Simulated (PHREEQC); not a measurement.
Na2CO3 is added in steps, without added water, to 1 kg of water holding 0.49 mmol/kgw H2S, 2.7 mmol/kgw NaHCO3 and 0.088 mmol/kgw NiCl2, at 20 °C. The system is closed to oxygen. No CO2 enters from the air. The run lets Ni(OH)2, NiCO3, Millerite, Halite, Nahcolite, Natron precipitate or redissolve, and no other solid.

Base run: PHREEQC, ion-association model, wateq4f.dat. Each further column changes one thing. The table gives pH.

```json
[
 {"Na2CO3 added (mol)": "0", "base": "7.11", "NiCl2 from 8.8e-05 to 0.00088 mol/kgw": "6.43", "NaHCO3 left out": "3.79", "NaHCO3 from 0.0027 to 0.0054 mol/kgw": "7.37", "no solid may form": "7.15"},
 {"Na2CO3 added (mol)": "0.0002188", "base": "7.39", "NiCl2 from 8.8e-05 to 0.00088 mol/kgw": "6.59", "NaHCO3 left out": "6.63", "NaHCO3 from 0.0027 to 0.0054 mol/kgw": "7.60", "no solid may form": "7.42"},
 {"Na2CO3 added (mol)": "0.0004813", "base": "7.97", "NiCl2 from 8.8e-05 to 0.00088 mol/kgw": "6.79", "NaHCO3 left out": "7.64", "NaHCO3 from 0.0027 to 0.0054 mol/kgw": "8.07", "no solid may form": "7.99"},
 {"Na2CO3 added (mol)": "0.0007", "base": "8.87", "NiCl2 from 8.8e-05 to 0.00088 mol/kgw": "6.97", "NaHCO3 left out": "9.53", "NaHCO3 from 0.0027 to 0.0054 mol/kgw": "8.66", "no solid may form": "8.84"},
 {"Na2CO3 added (mol)": "0.0009187", "base": "9.27", "NiCl2 from 8.8e-05 to 0.00088 mol/kgw": "7.19", "NaHCO3 left out": "9.94", "NaHCO3 from 0.0027 to 0.0054 mol/kgw": "9.00", "no solid may form": "9.24"},
 {"Na2CO3 added (mol)": "0.001181", "base": "9.50", "NiCl2 from 8.8e-05 to 0.00088 mol/kgw": "7.60", "NaHCO3 left out": "10.16", "NaHCO3 from 0.0027 to 0.0054 mol/kgw": "9.23", "no solid may form": "9.48"},
 {"Na2CO3 added (mol)": "0.0014", "base": "9.63", "NiCl2 from 8.8e-05 to 0.00088 mol/kgw": "7.99", "NaHCO3 left out": "10.27", "NaHCO3 from 0.0027 to 0.0054 mol/kgw": "9.35", "no solid may form": "9.61"}
]
```

The polysulfide entries of wateq4f.dat were taken out for this run. The database's Ni(OH)2 is the aged solid; a fresh precipitate is more soluble. The database's nickel carbonate constants are estimates that later reviews lower a good deal. In at least one series the solution becomes supersaturated in solids that the run did not let form, among them Ni(OH)2, Millerite.
